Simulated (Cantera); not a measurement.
A Cantera script and what it prints.

```python
import numpy as np
import cantera as ct

gas_names = [...]  # 130 gases of nasa_gas.yaml made of C, H, Mg, O, S
cond_names = """
    C(gr) C6H6(L) C7H8(L) C8H18(L),n-octa H2O(s) H2O(L) H2SO4(L) Mg(cr) Mg(L) MgCO3(s) MgO(s) MgO(L)
    MgO2H2(s) MgS(s) MgSO4(s) MgSO4(L) S(cr1) S(cr2) S(L)
""".split()


# ... load() reads the species with a 1 bar reference pressure and builds the phases ...
atoms = {
    'MgCO3': {'Mg': 1, 'C': 1, 'O': 3},
    'H2S': {'H': 2, 'S': 1},
    'CO2': {'C': 1, 'O': 2},
}
top_T = {'C(gr)': 4500, 'MgS(s)': 2250}  # K; cautious upper limits of use, not melting points


# ... equilibrate(T, P, feed) seeds the gas with the atoms and calls Mixture.equilibrate('TP', solver="vcs", rtol=1e-11, max_steps=5000) ...
results = []
feed = {'MgCO3': 1, 'H2S': 0.97, 'CO2': 0.95}  # mol
P = 100000  # Pa
for T in [873, 1023, 1173, 1323, 1473, 1623, 1773, 1923]:
    mix = equilibrate(T, P, feed)
    results.append((T, P, feed, dict(zip(mix.species_names, mix.species_moles))))
    x = sorted(zip(gas.X, gas.species_names), reverse=True)
    print(f"T = {T:g} K  P = {P:g} Pa  gas = {mix.phase_moles(0):.4g} mol")
    print("   x: " + "  ".join(f"{s} {v:.3e}" for v, s in x if v > 0.001))
    print("   condensed (mol): " + ("  ".join(f"{mix.phase(i).name} {mix.phase_moles(i):.4g}"
          for i in range(1, mix.n_phases) if mix.phase_moles(i) > 1e-12) or "none"))
```

Result:

```
T = 873 K  P = 100000 Pa  gas = 2.951 mol
   x: CO2 6.070e-01  H2S 2.703e-01  H2O 5.431e-02  COS 3.634e-02  CO 1.697e-02  S2 1.047e-02  H2 4.051e-03
   condensed (mol): MgO(s) 1
T = 1023 K  P = 100000 Pa  gas = 3.02 mol
   x: CO2 5.570e-01  H2S 2.209e-01  H2O 8.890e-02  CO 5.485e-02  COS 3.343e-02  S2 3.285e-02  H2 1.144e-02
   condensed (mol): MgO(s) 1
T = 1173 K  P = 100000 Pa  gas = 3.123 mol
   x: CO2 4.920e-01  H2S 1.571e-01  H2O 1.308e-01  CO 1.083e-01  S2 6.387e-02  COS 2.388e-02  H2 2.263e-02
   condensed (mol): MgO(s) 1
T = 1323 K  P = 100000 Pa  gas = 3.228 mol
   x: CO2 4.284e-01  H2O 1.681e-01  CO 1.606e-01  H2S 9.830e-02  S2 9.093e-02  H2 3.395e-02  COS 1.502e-02  SO2 3.588e-03
   condensed (mol): MgO(s) 1
T = 1473 K  P = 100000 Pa  gas = 3.313 mol
   x: CO2 3.729e-01  CO 2.064e-01  H2O 1.916e-01  S2 1.055e-01  H2S 5.778e-02  H2 4.286e-02  SO2 1.133e-02  COS 9.201e-03
   condensed (mol): MgO(s) 1
T = 1623 K  P = 100000 Pa  gas = 3.383 mol
   x: CO2 3.207e-01  CO 2.498e-01  H2O 2.008e-01  S2 1.069e-01  H2 5.045e-02  H2S 3.455e-02  SO2 2.591e-02  COS 5.805e-03  SH 1.868e-03  SO 1.653e-03  S2O 1.468e-03
   condensed (mol): MgO(s) 1
T = 1773 K  P = 100000 Pa  gas = 3.446 mol
   x: CO 2.921e-01  CO2 2.699e-01  H2O 1.998e-01  S2 9.976e-02  H2 5.824e-02  SO2 4.486e-02  H2S 2.182e-02  SO 4.568e-03  COS 3.812e-03  SH 3.084e-03  S2O 1.788e-03
   condensed (mol): MgO(s) 1
T = 1923 K  P = 100000 Pa  gas = 3.506 mol
   x: CO 3.303e-01  CO2 2.233e-01  H2O 1.932e-01  S2 8.835e-02  H2 6.651e-02  SO2 6.387e-02  H2S 1.452e-02  SO 1.003e-02  SH 4.587e-03  COS 2.580e-03  S2O 1.904e-03
   condensed (mol): MgO(s) 1
```

Cantera equilibrium calculation (NASA polynomials, part measured and part estimated; ideal gas, pure solids and liquids). Gases not in the tables: S3 to S7.
